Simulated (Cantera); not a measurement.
# Si + Cl2 + N2 (silicon etching in halogen gases)

Input: 1 mol Si, a varied amount of Cl2, 22 mol N2, equilibrated at 1173.15 K and 27.8 Torr.

Method: chemical equilibrium by Gibbs-energy minimisation in Cantera with the NASA 1993 tables (ideal gas, pure condensed phases). Candidate condensed phases: Si, Si3N4; 13 gas species. N2 is the only nitrogen source here; it is nearly inert below about 1500 K, so the nitride shown seldom forms there in practice. The tables' values for SiCl3 are old estimates; treat these amounts as uncertain. Rates play no part.

```json
[
 {"n(Cl2) (mol)": "0.69", "log p N2": "-1.44", "log p Cl2": "-10.78", "log p SiCl4": "-3.24", "log p Cl": "-7.84", "log p SiCl3": "-4.95", "log p SiCl2": "-5.67", "n Si3N4(s)": "0.218"},
 {"n(Cl2) (mol)": "1.4", "log p N2": "-1.45", "log p Cl2": "-10.64", "log p SiCl4": "-2.94", "log p Cl": "-7.77", "log p SiCl3": "-4.73", "log p SiCl2": "-5.52", "n Si3N4(s)": "0.0988"},
 {"n(Cl2) (mol)": "2.1", "log p N2": "-1.45", "log p Cl2": "-3.86", "log p SiCl4": "-2.80", "log p Cl": "-4.38", "log p SiCl3": "-7.97", "log p SiCl2": "-12.16", "n Si3N4(s)": "0"},
 {"n(Cl2) (mol)": "2.8", "log p N2": "-1.47", "log p Cl2": "-2.93", "log p SiCl4": "-2.81", "log p Cl": "-3.91", "log p SiCl3": "-8.45", "log p SiCl2": "-13.10", "n Si3N4(s)": "0"},
 {"n(Cl2) (mol)": "3.4", "log p N2": "-1.48", "log p Cl2": "-2.69", "log p SiCl4": "-2.82", "log p Cl": "-3.80", "log p SiCl3": "-8.58", "log p SiCl2": "-13.35", "n Si3N4(s)": "0"},
 {"n(Cl2) (mol)": "4.1", "log p N2": "-1.49", "log p Cl2": "-2.52", "log p SiCl4": "-2.83", "log p Cl": "-3.71", "log p SiCl3": "-8.68", "log p SiCl2": "<-13", "n Si3N4(s)": "0"},
 {"n(Cl2) (mol)": "4.8", "log p N2": "-1.50", "log p Cl2": "-2.41", "log p SiCl4": "-2.84", "log p Cl": "-3.65", "log p SiCl3": "-8.75", "log p SiCl2": "<-13", "n Si3N4(s)": "0"}
]
```
log p: log10 of the partial pressure in bar; n: condensed amount in mol.

From 0.69 mol Cl2 to 1.4 mol Cl2 the condensed part is Si3N4(s). From 2.1 mol Cl2 to 4.8 mol Cl2 nothing is condensed. The main Si-bearing gas is SiCl4 throughout.
